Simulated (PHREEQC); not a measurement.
A solution holds 0.0051 mol/kgw Ba(OH)2, 0.043 mol/kgw (CH3)4NCl and 6.8e-05 mol/kgw (CH3)4NF, at 69 °C. Closed to the air; pH follows from the charge balance.

Model: ion-association model, wateq4f.dat, run in PHREEQC.

* **pH**: 10.74
* **ionic strength**: 0.0584 mol/kgw
* **total alkalinity**: 10.2 meq/kg

| species | molality | activity | log γ |
|---|---|---|---|
| (CH3)4N+ | 0.0431 | 0.0341 | -0.102 |
| Cl- | 0.0430 | 0.0338 | -0.104 |
| OH- | 0.0102 | 0.00801 | -0.105 |
| Ba+2 | 0.00509 | 0.00211 | -0.383 |
| F- | 6.80e-5 | 5.34e-5 | -0.105 |
| BaOH+ | 4.86e-6 | 3.90e-6 | -0.096 |

Precipitation was switched off in this run. (CH3)4N+ isn't in the database: it is added as a free cation with an ion size of 4 Å. Away from 25 °C the constants follow the database's enthalpies or fits; those with neither stay at their 25 °C values.
